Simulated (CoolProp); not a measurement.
CH2F2 (R32) at 277.77 K and 0.556 MPa is compressed adiabatically to 2.53 MPa with isentropic efficiency 0.75. Each further row changes one setting.

Model: reference Helmholtz-energy equation of state, Tillner-Roth 1997, in CoolProp.

| case | work (kJ/kg) | final temperature (K) | final density (kg/m³) |
|---|---|---|---|
| as stated | 92.6 | 395.1 | 45.3 |
| efficiency 1 | 69.4 | 375.5 | 49.2 |
| efficiency 0.65 | 107 | 407.3 | 43.3 |
